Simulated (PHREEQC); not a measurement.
1 kg of water holding 0.0038 mol NaCl, 0.62 mol Na2SO4, 0.04 mol Na2B4O7 and 0.2 mol Na2CO3 is evaporated at 25 °C; the solids stay in contact with the brine. CO2 from the air is kept out. The run lets Burkeite, Halite, Mirabilite, Nahcolite, Natron, Thenardite, Trona, Borax, Boric_acid,s, NaBO2:4H2O, NaB5O8:5H2O, Teepleite precipitate or redissolve, and no other solid.

Computed with PHREEQC (Pitzer model, pitzer.dat).

Task: Predict ionic strength at water left (kg) = 0.6759, 0.4573, 0.08925, 0.02498.

Result: 
| water left (kg) | ionic strength |
|---|---|
| 0.6759 | 3.69 |
| 0.4573 | 5.48 |
| 0.08925 | 12.6 |
| 0.02498 | 13.1 |

Complexes and solids missing from the database can't appear.
